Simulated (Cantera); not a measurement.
Mixture: CH4 : O2 : N2 = 1 : 4.17 : 15.7 (molar parts), at 0.310 bar, adiabatic and at constant volume. Ignition delay is the time to a rise of 400 K.

Cantera simulation using GRI-Mech 3.0 (53 species, 325 reactions); the numbers are that mechanism's predictions, not measurements.

Q: What does this change do: 0.4 parts H2 added?

A: 
| quantity | before | after |
|---|---|---|
| delay at 1025 K | 1.46 s | 32.9 ms |
| delay at 1100 K | 0.381 s | 14.5 ms |
| delay at 1175 K | 0.112 s | 6.85 ms |
| delay at 1250 K | 37.1 ms | 3.52 ms |
| delay at 1325 K | 13.9 ms | 1.98 ms |
| delay at 1400 K | 6.00 ms | 1.20 ms |
| delay at 1475 K | 2.93 ms | 0.775 ms |
| apparent activation energy between 1325 and 1475 K | 170 kJ/mol | 100 kJ/mol |

Q: What does this change do: 0.24 parts C2H6 added?

A: 
```
quantity                                                before       after
--------------------------------------------------  ----------  ----------
delay at 1025 K                                         1.46 s     0.166 s
delay at 1100 K                                        0.381 s     29.2 ms
delay at 1175 K                                        0.112 s     7.37 ms
delay at 1250 K                                        37.1 ms     2.68 ms
delay at 1325 K                                        13.9 ms     1.23 ms
delay at 1400 K                                        6.00 ms    0.640 ms
delay at 1475 K                                        2.93 ms    0.361 ms
apparent activation energy between 1325 and 1475 K  170 kJ/mol  130 kJ/mol
```
